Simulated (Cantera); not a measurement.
# Low-pressure radical oxidation in H2/O2

A perfectly stirred reactor is fed with H2 : O2 = 0.027 : 1 (molar parts), equivalence ratio 0.013, at 2670 Pa; it is held at 1323 K, and followed from long to short residence time.

Model: the H2/O2 subset of GRI-Mech 3.0, which has no nitrogen chemistry, integrated in Cantera. Radical loss at walls, strong at low pressure, is not modelled.

```
τ (s)       x H2   x O2   x H2O      x OH    x HO2   x H2O2       x H
------  --------  -----  ------  --------  -------  -------  --------
5.4      1.79e-5  0.973  0.0264  0.000490  3.96e-7  2.02e-8   1.01e-5
1.3      4.23e-5  0.971  0.0262  0.000778  7.35e-7  3.20e-8   4.06e-5
0.32     9.63e-5  0.969  0.0258   0.00120  1.23e-6  4.62e-8  0.000149
0.079   0.000212  0.965  0.0252   0.00178  1.83e-6  6.08e-8  0.000473
0.019   0.000473  0.959  0.0242   0.00244  2.42e-6  7.53e-8   0.00114
0.0047   0.00116  0.954  0.0226   0.00316  2.89e-6  9.61e-8   0.00192
0.0012   0.00329  0.954  0.0197   0.00407  3.30e-6  1.35e-7   0.00250
```
x: mole fraction; the columns are a selection and need not sum to one.
